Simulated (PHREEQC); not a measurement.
# Reverse-osmosis permeate: speciation

A made-up water analysis in mg/L, 70 °C, pH 6.22, pe 8.7:

| constituent | mg/L |
|---|---|
| Na | 2.1 |
| K | 0.0113 |
| Ca | 1.52 |
| Mg | 0.955 |
| Cl | 1.96 |
| S(6) as SO4 | 5.33 |
| Alkalinity as HCO3 | 4.74 |
| O(0) (dissolved oxygen) | 0.0839 |
| Cu(2) | 0.00218 |

Valence states are taken as typed.

Computed with PHREEQC (ion-association model, wateq4f.dat).

```
Property                        Result
--------------------  ----------------
ionic strength        0.000372 mol/kgw
charge-balance error             0.5 %
```

```json
[
 {"species": "CO2", "molality": "9.32e-5", "activity": "9.33e-5", "log γ": "0.000"},
 {"species": "Na+", "molality": "9.13e-5", "activity": "8.91e-5", "log γ": "-0.010"},
 {"species": "HCO3-", "molality": "7.79e-5", "activity": "7.61e-5", "log γ": "-0.010"},
 {"species": "Cl-", "molality": "5.53e-5", "activity": "5.40e-5", "log γ": "-0.011"},
 {"species": "SO4-2", "molality": "5.39e-5", "activity": "4.89e-5", "log γ": "-0.042"},
 {"species": "Mg+2", "molality": "3.81e-5", "activity": "3.47e-5", "log γ": "-0.041"}
]
```

This is a speciation only: nothing precipitates in the calculation. Species that the database lacks are ignored. Away from 25 °C the constants follow the database's enthalpies or fits; those with neither stay at their 25 °C values.
